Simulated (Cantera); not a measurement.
Cantera with NASA thermochemical tables; ideal gases at 1 bar, condensed phases pure. Values are per mole of reaction as written; species without (g) are pure solids or liquids, kept so even where they would boil at 1 bar.

MgF2 + 2 H(g) ⇌ Mg + 2 HF(g), with ΔH° = 143.1 kJ and ΔS° = 93.3 J/K at 300 K.

**Question.** How far is the shortcut ΔG° ≈ ΔH°(300 K) − T·ΔS°(300 K) from the full temperature-dependent value at 848, 873, 898, 923, 948 K?

**Answer.** 
| T (K) | shortcut (kJ) | full (kJ) | difference (kJ) | difference in log10 K | condensed phases |
|---|---|---|---|---|---|
| 848 | 64.0 | 72.7 | -8.7 | 0.54 | MgF2(s), Mg(s) |
| 873 | 61.7 | 71.1 | -9.4 | 0.56 | MgF2(s), Mg(s) |
| 898 | 59.4 | 69.5 | -10.2 | 0.59 | MgF2(s), Mg(s) |
| 923 | 57.0 | 68.0 | -10.9 | 0.62 | MgF2(s), Mg(s) |
| 948 | 54.7 | 66.2 | -11.5 | 0.63 | MgF2(s), Mg(l) |
The shortcut ignores heat capacities and the phase changes listed.
